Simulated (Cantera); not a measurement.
**Silicon oxide and oxynitride deposition: Si2H6 + NO**

Input: 1 mol Si2H6, a varied amount of NO, equilibrated at 1077 °C and 550 Pa.

These are equilibrium values from Cantera (NASA tables, ideal gas, pure condensed phases), not measurements of a reactor. Candidate condensed phases: H2O, Si, SiO2, Si2N2O, Si3N4; 35 gas species. The feed counts by its element totals alone. Mutual solubility and eutectic melting of coexisting phases are not modelled. The tables hold silica as quartz up to 1696 K and as liquid above; real silica turns to tridymite and cristobalite and melts near 1996 K. Rates play no part.

From 0.21 mol NO to 1.2 mol NO the condensed part is Si(s) + SiO2(β-quartz) + Si2N2O(s). From 1.7 mol NO to 3.5 mol NO the condensed part is SiO2(β-quartz) + Si2N2O(s). From 4.9 mol NO to 14 mol NO the condensed part is SiO2(β-quartz).

| n(NO) (mol) | log p H2 | log p N2 | log p H2O | log p O2 | log p SiO | log p NO | log p OH | n Si(s) | n SiO2(β-quartz) | n Si2N2O(s) |
|---|---|---|---|---|---|---|---|---|---|---|
| 0.21 | -2.26 | -8.97 | -8.52 | <-14 | -4.61 | <-14 | <-14 | 1.73 | 0.0457 | 0.105 |
| 0.3 | -2.26 | -8.97 | -8.52 | <-14 | -4.61 | <-14 | <-14 | 1.62 | 0.0682 | 0.150 |
| 0.43 | -2.26 | -8.97 | -8.52 | <-14 | -4.61 | <-14 | <-14 | 1.46 | 0.101 | 0.215 |
| 0.61 | -2.26 | -8.97 | -8.52 | <-14 | -4.61 | <-14 | <-14 | 1.23 | 0.146 | 0.305 |
| 0.86 | -2.26 | -8.97 | -8.52 | <-14 | -4.61 | <-14 | <-14 | 0.918 | 0.208 | 0.430 |
| 1.2 | -2.26 | -8.97 | -8.52 | <-14 | -4.61 | <-14 | <-14 | 0.493 | 0.293 | 0.600 |
| 1.7 | -2.27 | -3.83 | -6.82 | <-14 | -6.32 | <-14 | -13.09 | 0 | 0.467 | 0.767 |
| 2.5 | -2.36 | -2.96 | -6.61 | <-14 | -6.61 | <-14 | -12.84 | 0 | 1.000 | 0.500 |
| 3.5 | -2.44 | -2.72 | -6.62 | <-14 | -6.69 | <-14 | -12.81 | 0 | 1.67 | 0.167 |
| 4.9 | -2.67 | -2.61 | -3.04 | -14.12 | -10.50 | -11.24 | -9.12 | 0 | 2.00 | 0 |
| 7 | -6.07 | -2.53 | -2.60 | -6.43 | <-14 | -7.35 | -6.97 | 0 | 2.00 | 0 |
| 9.9 | -7.91 | -2.54 | -2.76 | -3.07 | <-14 | -5.68 | -6.21 | 0 | 2.00 | 0 |
| 14 | -8.18 | -2.55 | -2.91 | -2.85 | <-14 | -5.57 | -6.24 | 0 | 2.00 | 0 |
log p: log10 of the partial pressure in bar; n: condensed amount in mol.
